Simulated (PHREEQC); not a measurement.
Dissolve 0.012 mol/kgw ZnSO4 and 0.29 mol/kgw H2SO4 at 25 °C. Closed to the air; pH follows from the charge balance.

All values are PHREEQC results (ion-association model, phreeqc.dat), not measurements.

Precipitation was switched off in this run.

Task: Order these Zn species by the share of Zn that they hold, largest first: ZnSO4, Zn+2, Zn(SO4)2-2.

Result: Zn+2 (66 %), ZnSO4 (27 %), Zn(SO4)2-2 (6.8 %)

Task: Order these S species by the share of S that they hold, largest first: Zn(SO4)2-2, HSO4-, ZnSO4, SO4-2.

Result: HSO4- (87 %), SO4-2 (12 %), ZnSO4 (1.1 %), Zn(SO4)2-2 (0.54 %)

The pH is 0.61 and the ionic strength 0.377 mol/kgw.
